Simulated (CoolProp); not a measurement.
The fluid at 433.66 K and 0.31 MPa flows at 3.3 m/s in a round tube of 20 mm bore and 1.5 µm roughness, fully developed (64/Re and Nu = 3.66 if laminar; Colebrook and Gnielinski if turbulent). The same conditions are run with several fluids, on thermodynamics alone (safety and materials aside).

Computed with CoolProp (reference Helmholtz-energy equation of state of each fluid (n-decane: Lemmon 2006; m-xylene: Zhou 2012; n-nonane: Lemmon 2006; o-xylene: Zhou 2012; ethylbenzene: Zhou 2012)).

```json
[
 {"fluid": "n-decane", "Reynolds number": "182000", "Darcy friction factor": "0.0165", "pressure drop (Pa/m)": "2770", "heat-transfer coefficient (W/(m² K))": "4800", "mass flow (kg/h)": "2300"},
 {"fluid": "m-xylene", "Reynolds number": "256000", "Darcy friction factor": "0.0156", "pressure drop (Pa/m)": "3110", "heat-transfer coefficient (W/(m² K))": "5350", "mass flow (kg/h)": "2740"},
 {"fluid": "n-nonane", "Reynolds number": "203000", "Darcy friction factor": "0.0162", "pressure drop (Pa/m)": "2640", "heat-transfer coefficient (W/(m² K))": "4940", "mass flow (kg/h)": "2240"},
 {"fluid": "o-xylene", "Reynolds number": "224000", "Darcy friction factor": "0.0159", "pressure drop (Pa/m)": "3270", "heat-transfer coefficient (W/(m² K))": "5210", "mass flow (kg/h)": "2810"},
 {"fluid": "ethylbenzene", "Reynolds number": "250000", "Darcy friction factor": "0.0156", "pressure drop (Pa/m)": "3130", "heat-transfer coefficient (W/(m² K))": "5390", "mass flow (kg/h)": "2750"}
]
```

Transport values come from each fluid's own correlations; those of ethylbenzene are estimates that may be off by 10 % or more.
